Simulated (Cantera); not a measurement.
Mixture: 12.0 % CH4, 15.7 % H2, 15.2 % O2, 57.1 % N2, at 248 Torr, adiabatic and at constant pressure. Ignition delay is the time to a rise of 400 K.

Model: GRI-Mech 3.0 (53 species, 325 reactions), integrated in Cantera. Below about 1000 K GRI-Mech 3.0 lacks low-temperature oxidation paths.

Q: Predict: delay at 998 K; delay at 1148 K; delay at 1298 K; delay at 1448 K; apparent activation energy between 1373 and 1523 K.

A: 
```
Item                                                    Value
--------------------------------------------------  ---------
delay at 998 K                                        19.7 ms
delay at 1148 K                                       4.08 ms
delay at 1298 K                                       1.19 ms
delay at 1448 K                                      0.464 ms
apparent activation energy between 1373 and 1523 K  96 kJ/mol
```
